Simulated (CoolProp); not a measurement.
Vapour-liquid equilibrium of acetone (1) + n-dodecane (2) at 354.7 K; x and y are mole fractions of (1).

The numbers come from the multi-fluid Helmholtz-energy mixture model, Lemmon 2006 and Lemmon 2004; pair parameters Bell 2016 in CoolProp.

Q: Give the bubble pressure and the first vapour's composition at x = 0.35, 0.5, 0.65. Is there an azeotrope?

A: x = 0.35: 0.1336 MPa, y = 0.995; x = 0.5: 0.1625 MPa, y = 0.997; x = 0.65: 0.1760 MPa, y = 0.997. No azeotrope shows between x = 0.05 and 0.95.

The pair parameters rest on a limited set of measurements; away from them the model extrapolates. With so large a gap from Raoult's law the liquid may split in two, which this calculation doesn't test in full.
